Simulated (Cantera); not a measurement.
Input (Python, Cantera):

```python
import numpy as np
import cantera as ct

gas = ct.Solution("gri30.yaml")
gas.TPX = 523, 500000, {'CH4': 0.76, 'O2': 1.82, 'N2': 5.27}
flame = ct.FreeFlame(gas, width=0.013)
flame.set_refine_criteria(ratio=3, slope=0.08, curve=0.16)
flame.transport_model = "mixture-averaged"
flame.solve(loglevel=0, auto=True)
z, T = flame.grid, flame.T
thick = (T[-1] - T[0]) / np.gradient(T, z).max()
show = ['CH4', 'O2', 'HO2', 'C2H4', 'H', 'CH2CO']
print(f"laminar burning velocity  {flame.velocity[0] * 100:.3f} cm/s")
print(f"burnt temperature         {T[-1]:.1f} K")
print(f"thermal thickness         {thick * 1e3:.4f} mm")
print(f"grid points               {len(z)}")
z0 = z[flame.heat_release_rate.argmax()]
print(f"{'z/mm':>9s}{'T/K':>9s}{'u/(m/s)':>9s}" + "".join(f"{s:>11s}" for s in show))
rows = []
for k in (-3, -2, -1.5, -1, -0.5, -0.25, 0, 0.25, 0.5, 1, 2, 4, 8):
    zz = z0 + k * thick
    rows.append([k * thick, np.interp(zz, z, T), np.interp(zz, z, flame.velocity),
                 *(np.interp(zz, z, flame.X[gas.species_index(s)]) for s in show)])
    print(f"{rows[-1][0] * 1e3:9.3f}{rows[-1][1]:9.1f}{rows[-1][2]:9.3f}" + "".join(f"{x:11.3e}" for x in rows[-1][3:]))
```

Output:

```
laminar burning velocity  76.095 cm/s
burnt temperature         2428.3 K
thermal thickness         0.0840 mm
grid points               146
     z/mm      T/K  u/(m/s)        CH4         O2        HO2       C2H4          H      CH2CO
   -0.252    523.7    0.762  9.668e-02  2.316e-01  2.320e-07  6.596e-08  3.081e-14  4.211e-09
   -0.168    526.6    0.768  9.633e-02  2.312e-01  1.339e-06  4.516e-07  8.979e-13  3.272e-08
   -0.126    538.9    0.787  9.529e-02  2.300e-01  6.487e-06  2.800e-06  3.790e-11  2.472e-07
   -0.084    618.5    0.907  8.970e-02  2.235e-01  4.631e-05  2.777e-05  7.480e-09  3.285e-06
   -0.042   1062.2    1.577  6.122e-02  1.836e-01  2.682e-04  2.854e-04  2.331e-05  5.143e-05
   -0.021   1504.6    2.251  3.220e-02  1.381e-01  3.456e-04  5.504e-04  2.879e-04  1.428e-04
    0.000   1917.4    2.881  6.685e-03  8.817e-02  1.792e-04  2.641e-04  1.625e-03  1.399e-04
    0.021   2097.6    3.141  3.593e-04  6.148e-02  4.293e-05  9.172e-06  2.742e-03  2.012e-05
    0.042   2174.2    3.238  1.042e-05  5.253e-02  2.431e-05  9.482e-08  2.691e-03  1.019e-06
    0.084   2266.1    3.353  1.844e-08  4.666e-02  1.552e-05  3.631e-11  1.925e-03  3.435e-09
    0.168   2353.5    3.463  6.308e-13  4.282e-02  9.824e-06  1.099e-16  1.001e-03  1.811e-13
    0.336   2409.6    3.534  3.133e-15  4.060e-02  7.534e-06  3.987e-23  5.002e-04  2.647e-16
    0.672   2427.2    3.555  1.856e-16  3.986e-02  7.049e-06  1.132e-24  3.711e-04  1.294e-17
```

Detailed kinetics in Cantera: GRI-Mech 3.0 (53 species, 325 reactions). Burning velocities carry a grid error of a few per cent, more on coarse grids.
